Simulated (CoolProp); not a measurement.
Vapour-liquid equilibrium of diethyl ether (1) + ethanol (2) at 16.6 bar; x and y are mole fractions of (1).

Model: multi-fluid Helmholtz-energy mixture model, Thol 2014 and Schroeder 2014; pair parameters Bell 2016, in CoolProp.

| x | bubble temperature (K) | y at the bubble point | dew temperature at overall composition x (K) | liquid density (mol/L) |
|---|---|---|---|---|
| 0.05 | 442.3 | [?] | 443.6 | 12.85 |
| 0.2 | [?] | 0.323 | 439.0 | 11.60 |
| 0.35 | 429.3 | 0.486 | 434.0 | 10.49 |
| 0.5 | 425.2 | [?] | 428.8 | [?] |
| 0.65 | 422.2 | 0.717 | 424.0 | 8.662 |
| 0.8 | 420.1 | [?] | 420.5 | 7.927 |
| 0.95 | 419.2 | 0.951 | 419.2 | 7.298 |

Problem. What belongs in the gaps?

Solution. 
- 0.05, y at the bubble point: 0.095
- 0.2, bubble temperature (K): 434.9
- 0.5, y at the bubble point: 0.610
- 0.5, liquid density (mol/L): 9.515
- 0.8, y at the bubble point: 0.825

No azeotrope shows between x = 0.05 and 0.95.

The pair parameters rest on a limited set of measurements; away from them the model extrapolates.
